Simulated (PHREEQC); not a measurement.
**Spent oxide etchant: speciation**

A solution holds 120 mmol/kgw NH4HF2, 1.2 mmol/kgw (NH4)2SiF6 and 0.035 mmol/kgw HBF4, at 20 °C. Closed to the air; pH follows from the charge balance.

Model: ion-association model, wateq4f.dat, run in PHREEQC.

Each row changes one thing in this solution. Precipitation was switched off in this run.

| case | pH | ionic strength (mol/kgw) | F- (mol/kgw) | HF (mol/kgw) | HF2- (mol/kgw) | H2F2 (mol/kgw) | SI of Quartz (SiO2) |
|---|---|---|---|---|---|---|---|
| as made | 3.16 | 0.124 | 0.0965 | 0.0665 | 0.0243 | 0.0142 | -10.21 |
| HBF4 replaced by KF at the same molality | 3.16 | 0.124 | 0.0966 | 0.0665 | 0.0243 | 0.0142 | -10.21 |
| 0.0017 mol/kgw LiF added | 3.17 | 0.126 | … | … | 0.0246 | 0.0141 | … |
| NH4HF2 left out | 3.23 | 0.00383 | 0.00141 | 0.00107 | 5.55e-6 | 3.57e-6 | … |
| 0.02 mol/kgw (NH4)2HPO4 added | 3.31 | 0.164 | 0.117 | 0.0547 | 0.0245 | 0.00967 | -10.07 |

Problem. Some entries are withheld; supply them.

Solution. 
- 0.0017 mol/kgw LiF added, F- (mol/kgw): 0.0979
- 0.0017 mol/kgw LiF added, HF (mol/kgw): 0.0664
- 0.0017 mol/kgw LiF added, SI of Quartz (SiO2): -10.22
- NH4HF2 left out, SI of Quartz (SiO2): +0.65

Complexes and solids missing from the database can't appear. Some of these states are supersaturated (in Quartz (slow to form), Chalcedony (slow to form), for instance). wateq4f.dat counts part of the HF as a dimer, H2F2, which phreeqc.dat doesn't know; its constant is uncertain. SiF6-2 is the database's only silicon fluoride. Real BF4- forms and hydrolyses slowly; the run takes it at equilibrium.
